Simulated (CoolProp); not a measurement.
Computed with CoolProp (reference Helmholtz-energy equation of state, Lemmon and Jacobsen 2000).

Question: For R143a, give the phase and the cv (kJ/(kg K)), Joule-Thomson coefficient (K/MPa) at 290.5 K and 17.8 kPa.

Answer: 
- 290.5 K and 17.8 kPa: gas; cv 0.816, Joule-Thomson coefficient 20.5
